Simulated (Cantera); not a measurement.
Input: 1 mol MgF₂, 47 mol H₂, held at 0.100 bar.

Equilibrium computed with Cantera from the NASA thermochemical tables; the gas is ideal and each condensed phase is pure. Candidate condensed phases: Mg, MgF₂; 17 gas species. Equilibrium is a limit: real reactors are often held back by kinetics, nucleation or transport. All values below are at 1350 K.

Base state: H₂ 1.000, HF 0.000308, Mg 0.000152, MgF₂ 2.00e-5 (mole fractions); condensed: MgF₂(s).

Problem. What changes in the equilibrium state with this change: MgF₂ replaced by PbI₂?

Solution. 
| species | before | after |
|---|---|---|
| H₂ | 1.000 | 0.960 |
| HI | 0 | 0.0133 |
| PbI | 0 | 0.00832 |
| Mg | 0.000152 | 0 |
| PbI₂ | 0 | 0.00664 |
| I | 0 | 0.00611 |
| Pb | 0 | 0.00559 |
| MgF₂(s), mol | 0.992 | 0 |
The tables' values for PbI₄ are old estimates; treat these amounts as uncertain. Further candidate phases: I₂, Pb, PbI₂.

Problem. What changes in the equilibrium state with this change: MgF₂ replaced by SrCl₂?

Solution. 
```tsv
species	before	after
H₂	1.000	1.000
SrCl₂	0	0.000337
HCl	0	1.18e-5
HF	0.000308	0
Mg	0.000152	0
MgF₂	2.00e-5	0
MgF₂(s), mol	0.992	0
SrCl₂(l), mol	0	0.984
```
Further candidate phases: Sr, SrCl₂.
